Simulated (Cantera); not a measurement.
A Cantera script and what it prints.

```python
import numpy as np
import cantera as ct

gas_names = [...]  # 113 gases of nasa_gas.yaml made of C, H, O, Pb
cond_names = """
    C(gr) C6H6(L) C7H8(L) C8H18(L),n-octa H2O(s) H2O(L) Pb(cr) Pb(L) PbO(rd) PbO(yw) PbO(L) PbO2(s)
    Pb3O4(s)
""".split()


# ... load() reads the species with a 1 bar reference pressure and builds the phases ...
atoms = {
    'PbO': {'Pb': 1, 'O': 1},
    'CO': {'C': 1, 'O': 1},
    'H2': {'H': 2},
}
top_T = {'C(gr)': 4500, 'Pb3O4(s)': 820}  # K; cautious upper limits of use, not melting points


# ... equilibrate(T, P, feed) seeds the gas with the atoms and calls Mixture.equilibrate('TP', solver="vcs", rtol=1e-11, max_steps=5000) ...
results = []
feed = {'PbO': 1, 'CO': 0.43, 'H2': 0.29}  # mol
P = 3100  # Pa
for T in [1125, 1175, 1225, 1275, 1325, 1375, 1425, 1475, 1525, 1575]:
    mix = equilibrate(T, P, feed)
    results.append((T, P, feed, dict(zip(mix.species_names, mix.species_moles))))

top = {s: max(r[3][s] / sum(r[3][g] for g in gas_names) for r in results) for s in gas_names}
cols = sorted((s for s in top if top[s] > 0.001), key=lambda s: -top[s])[:5]
seen = [c for c in cond_names if any(r[3].get(c, 0) > 1e-12 for r in results)]
print("log10 of partial pressures in bar; condensed amounts in mol")
print(f"{'T/K':>10s}" + "".join(f"{s[:9]:>10s}" for s in cols + seen))
for T, P, feed, n in results:
    ng = sum(n[g] for g in gas_names)
    print(f"{T:10.4g}" + "".join(f"{np.log10(max(n[s] / ng * P / 1e5, 1e-99)):10.3f}" for s in cols)
          + "".join(f"{n.get(c, 0):10.4g}" for c in seen))
```

It prints:

```
log10 of partial pressures in bar; condensed amounts in mol
       T/K       CO2        Pb       H2O       PbO        CO     Pb(L)   PbO(yw)    PbO(L)
      1125    -1.735    -3.723    -1.906    -4.919    -5.346    0.7154    0.2799         0
      1175    -1.739    -3.361    -1.910    -4.395    -5.204    0.7095         0    0.2793
      1225    -1.748    -3.029    -1.919    -3.947    -5.045    0.6972         0    0.2776
      1275    -1.764    -2.724    -1.935    -3.538    -4.906    0.6724         0    0.2732
      1325    -1.798    -2.443    -1.969    -3.161    -4.795    0.6222         0     0.262
      1375    -1.865    -2.183    -2.035    -2.814    -4.727    0.5127         0    0.2325
      1425    -2.012    -1.941    -2.182    -2.493    -4.747     0.214         0    0.1392
      1475    -2.112    -1.888    -2.282    -2.296    -4.799         0         0         0
      1525    -2.112    -1.888    -2.282    -2.295    -4.621         0         0         0
      1575    -2.113    -1.888    -2.283    -2.295    -4.455         0         0         0
```

Cantera equilibrium calculation (NASA polynomials, part measured and part estimated; ideal gas, pure solids and liquids). Each liquid is taken as pure. Mutual solubility and eutectic melting of coexisting phases are not modelled. Gases not in the tables: (PbO)n polymers.
